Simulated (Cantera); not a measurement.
Input: 1 mol S, 1.8 mol H2O, 4.1 mol H2, at 3200 K and 9.75 Torr.

Cantera equilibrium calculation (NASA polynomials, part measured and part estimated; ideal gas, pure solids and liquids). Candidate condensed phases: H2O, H2SO4, S; 19 gas species. Rates play no part.

Base state: H 0.716, O 0.0955, H2 0.0843, S 0.0614, OH 0.0188, SO 0.0135, H2O 0.00577, O2 0.00255 (mole fractions); condensed: gas only.

What changes in the equilibrium state with this change: 0.15 mol CH4 added?


| species | before | after |
|---|---|---|
| H | 0.716 | 0.721 |
| H2 | 0.0843 | 0.0856 |
| O | 0.0955 | 0.0842 |
| CO | 0 | 0.0111 |
| SO | 0.0135 | 0.0116 |
| OH | 0.0188 | 0.0167 |
| S | 0.0614 | 0.0600 |
| CO2 | 0 | 8.56e-5 |
| SO2 | 0.000583 | 0.000443 |
| O2 | 0.00255 | 0.00198 |
| H2O | 0.00577 | 0.00516 |
| S2 | 0.000255 | 0.000244 |
Further candidate phases: C, C6H6, C7H8, C8H18.
